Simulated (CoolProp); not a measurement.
Saturation properties of nitrous oxide (Tc = 309.5 K, pc = 7245 kPa, ω = 0.161).

Values from CoolProp's reference Helmholtz-energy equation of state, Lemmon 2006. It is a short technical equation, of lower accuracy than the large ones.

| T (K) | p (kPa) | liquid density (kg/m³) | vapour Z |
|---|---|---|---|
| 205.8 | 309.0 | 1166 | 0.9421 |
| 211.6 | 401.7 | … | 0.9304 |
| 217.4 | 514.2 | 1129 | … |
| 223.1 | 646.2 | 1110 | 0.9032 |
| 228.9 | 805.1 | 1090 | 0.8874 |
| 234.6 | 987.9 | 1070 | 0.8704 |
| 240.4 | 1204 | 1048 | 0.8515 |
| 246.1 | 1448 | 1026 | 0.8314 |
| 251.9 | … | 1003 | 0.8092 |
| 257.6 | 2047 | … | 0.7856 |
| 263.4 | … | 953.8 | 0.7596 |
| 269.2 | 2817 | … | 0.7312 |

Fill in the missing entries.


- 211.6, liquid density (kg/m³): 1148
- 217.4, vapour Z: 0.9174
- 251.9, p (kPa): 1731
- 257.6, liquid density (kg/m³): 979.4
- 263.4, p (kPa): 2410
- 269.2, liquid density (kg/m³): 926.7

It boils at 184.7 K under 1 atm.
